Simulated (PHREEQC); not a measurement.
2.6 g of hydrous ferric oxide (600 m²/g; 0.2 weak and 0.005 strong sites per Fe, Dzombak-Morel constants, diffuse double layer) in 1 kg of water with 0.005 mol/kgw of an inert sodium salt and 0.00015 mol NaH2PO4, 9.7e-05 mol MgCl2 and 0.0048 mol NiCl2, at 25 °C; the pH is set by adding NaOH or the inert anion's acid. Oxygen is held at 0.21 atm. CO2 from the air is kept out. Nothing may precipitate in this run.

Equilibrium calculation in PHREEQC: ion-association model, wateq4f.dat.

| pH | P sorbed (%) | Mg sorbed (%) | Ni sorbed (%) | surface charge σ (C/m²) | surface potential ψ (mV) |
|---|---|---|---|---|---|
| 4 | 100.0 | 0.0 | 0.1 | 0.245 | 172 |
| 4.5 | 100.0 | 0.0 | 0.5 | ? | 159 |
| 5.5 | 100.0 | 0.0 | 4.3 | 0.095 | ? |
| 6 | 100.0 | 0.1 | 11.8 | ? | ? |
| 6.5 | 100.0 | 0.3 | 29.5 | 0.055 | ? |
| 7.5 | 100.0 | 1.2 | 60.4 | 0.049 | 98 |
| 8 | 100.0 | 1.6 | 67.2 | 0.047 | 96 |
| 8.5 | 100.0 | 1.9 | 70.0 | 0.046 | ? |
| 9.5 | 100.0 | 3.4 | 70.2 | 0.039 | ? |
| 10 | 99.7 | 12.3 | 68.0 | 0.026 | 70 |
| 10.5 | 96.5 | 52.2 | 65.0 | ? | 43 |
| 11.5 | 22.5 | 93.6 | 59.1 | -0.009 | -26 |
| 12 | 1.3 | 99.3 | 54.4 | -0.033 | -66 |

Problem. Complete the blanks.

Solution. 
- 4.5, surface charge σ (C/m²): 0.187
- 5.5, surface potential ψ (mV): 126
- 6, surface charge σ (C/m²): 0.066
- 6, surface potential ψ (mV): 109
- 6.5, surface potential ψ (mV): 102
- 8.5, surface potential ψ (mV): 95
- 9.5, surface potential ψ (mV): 88
- 10.5, surface charge σ (C/m²): 0.014

Along this series the solution becomes supersaturated in solids that the run did not let form, among them Ni(OH)2, Ni3(PO4)2. H3PO4, which wateq4f.dat lacks, is added to it with the constant of phreeqc.dat. The database has no phosphate complexes of Ni.
